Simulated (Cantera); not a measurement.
Cantera run:

```python
import numpy as np
import cantera as ct

gas_names = [...]  # 77 gases of nasa_gas.yaml made of C, H, Ti
cond_names = """
    C(gr) C6H6(L) C7H8(L) C8H18(L),n-octa Ti(a) Ti(b) Ti(L) TiC(s) TiC(L)
""".split()


# ... load() reads the species with a 1 bar reference pressure and builds the phases ...
atoms = {
    'Ti': {'Ti': 1},
    'CH4': {'C': 1, 'H': 4},
    'H2': {'H': 2},
}
top_T = {'C(gr)': 4500}  # K; cautious upper limits of use, not melting points


# ... equilibrate(T, P, feed) seeds the gas with the atoms and calls Mixture.equilibrate('TP', solver="vcs", rtol=1e-11, max_steps=5000) ...
results = []
feed = {'Ti': 1, 'CH4': 0.82, 'H2': 71}  # mol
T = 2198  # K
for P in [10, 37, 140, 520, 1900, 7200, 27000, 100000]:
    mix = equilibrate(T, P, feed)
    results.append((T, P, feed, dict(zip(mix.species_names, mix.species_moles))))
    x = sorted(zip(gas.X, gas.species_names), reverse=True)
    print(f"T = {T:g} K  P = {P:g} Pa  gas = {mix.phase_moles(0):.4g} mol")
    print("   x: " + "  ".join(f"{s} {v:.3e}" for v, s in x if v > 0.001))
    print("   condensed (mol): " + ("  ".join(f"{mix.phase(i).name} {mix.phase_moles(i):.4g}"
          for i in range(1, mix.n_phases) if mix.phase_moles(i) > 1e-12) or "none"))
```

Result:

```
T = 2198 K  P = 10 Pa  gas = 92.33 mol
   x: H2 5.755e-01  H 4.225e-01  Ti 1.998e-03
   condensed (mol): TiC(s) 0.8155
T = 2198 K  P = 37 Pa  gas = 83.24 mol
   x: H2 7.475e-01  H 2.503e-01  Ti 2.166e-03
   condensed (mol): TiC(s) 0.8197
T = 2198 K  P = 140 Pa  gas = 78.22 mol
   x: H2 8.597e-01  H 1.380e-01  Ti 2.302e-03
   condensed (mol): TiC(s) 0.82
T = 2198 K  P = 520 Pa  gas = 75.63 mol
   x: H2 9.234e-01  H 7.421e-02  Ti 2.380e-03
   condensed (mol): TiC(s) 0.82
T = 2198 K  P = 1900 Pa  gas = 74.29 mol
   x: H2 9.580e-01  H 3.954e-02  Ti 2.423e-03
   condensed (mol): TiC(s) 0.82
T = 2198 K  P = 7200 Pa  gas = 73.5 mol
   x: H2 9.780e-01  H 2.052e-02  Ti 1.462e-03
   condensed (mol): Ti(L) 0.07258  TiC(s) 0.82
T = 2198 K  P = 27000 Pa  gas = 73.06 mol
   x: H2 9.890e-01  H 1.066e-02
   condensed (mol): Ti(L) 0.1515  TiC(s) 0.82
T = 2198 K  P = 100000 Pa  gas = 72.85 mol
   x: H2 9.943e-01  H 5.553e-03
   condensed (mol): Ti(L) 0.1723  TiC(s) 0.82
```

Equilibrium computed with Cantera from the NASA thermochemical tables; the gas is ideal and each condensed phase is pure. Mutual solubility and eutectic melting of coexisting phases are not modelled. TiC: taken at fixed stoichiometry. Condensed phases not in the tables: N, O or C dissolved in the metal.
